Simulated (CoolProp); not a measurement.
Vapour-liquid equilibrium of propane (1) + R134a (2) at 0.196 MPa; x and y are mole fractions of (1).

Model: multi-fluid Helmholtz-energy mixture model, Lemmon 2009 and Tillner-Roth 1994; pair parameters Bell 2016, in CoolProp.

```tsv
x	bubble temperature, mixture model (K)	bubble temperature, Raoult's law (K)	y, mixture model	y, Raoult's law
0.05	254.1	261.7	0.313	0.084
0.125	247.1	260.3	0.517	0.200
0.2	244.0	259.0	0.598	0.307
0.275	242.6	257.7	0.633	0.404
0.35	242.1	256.5	0.648	0.492
0.425	241.8	255.3	0.655	0.573
0.5	241.8	254.1	0.659	0.647
0.575	241.7	253.0	0.663	0.714
0.65	241.7	251.9	0.671	0.775
0.725	241.7	250.8	0.685	0.832
0.8	241.9	249.8	0.713	0.883
0.875	242.7	248.8	0.766	0.930
0.95	244.6	247.8	0.870	0.973
```

The largest gap from Raoult's law is -15.1 K in bubble temperature, at x = 0.275. y crosses x between x = 0.65 and 0.725: the model has an azeotrope there.

The pair parameters rest on a limited set of measurements; away from them the model extrapolates. With so large a gap from Raoult's law the liquid may split in two, which this calculation doesn't test in full.
